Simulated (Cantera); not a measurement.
A perfectly stirred reactor is fed with 10.2 % CH4, 7.47 % H2, 17.3 % O2, 65.0 % N2, at 0.523 atm; it is adiabatic with a 550 K inlet, and is followed from long to short residence time, starting on the burning branch (τ in s: 0.042, 0.023, 0.012, 0.0066, 0.0035, 0.0019, 0.001, 0.00055, 0.0003, 0.00016, 8.6e-05, 4.6e-05, 2.5e-05).

Detailed kinetics in Cantera: GRI-Mech 3.0 (53 species, 325 reactions).

x: mole fraction; the columns are a selection and need not sum to one.

```
τ (s)    T (K)     x CH4    x H2      x O2       x O      x H      x NO    x CO
-------  -----  --------  ------  --------  --------  -------  --------  ------
0.042     2172   2.10e-5  0.0687  0.000227  0.000119  0.00549  0.000336  0.0636
0.023     2161   2.73e-5  0.0686  0.000334  0.000172  0.00664  0.000344  0.0635
0.012     2146   3.77e-5  0.0684  0.000503  0.000252  0.00810  0.000341  0.0633
0.0066    2130         …  0.0683         …         …        …  0.000328  0.0632
0.0035    2111   7.99e-5  0.0681   0.00107  0.000474   0.0113  0.000305  0.0631
0.0019    2092  0.000125  0.0681   0.00154  0.000609   0.0129  0.000274  0.0631
0.0010    2070  0.000210  0.0680   0.00228  0.000754   0.0144  0.000235  0.0632
0.00055   2048  0.000358  0.0681   0.00340  0.000875   0.0153  0.000193  0.0637
0.00030   2020  0.000654  0.0684   0.00537  0.000971   0.0157  0.000144  0.0648
0.00016   1976   0.00136  0.0694   0.00948   0.00102   0.0150   8.65e-5  0.0669
8.6e-5     550     0.102  0.0747     0.173    <1e-12   <1e-12    <1e-12  <1e-12
4.6e-5     550     0.102  0.0747     0.173    <1e-12   <1e-12    <1e-12  <1e-12
2.5e-5     550     0.102  0.0747     0.173    <1e-12   <1e-12    <1e-12  <1e-12
```

**Question.** Fill in the missing entries.

**Answer.** 
- 0.0066, x CH4: 5.30e-5
- 0.0066, x O2: 0.000727
- 0.0066, x O: 0.000348
- 0.0066, x H: 0.00960
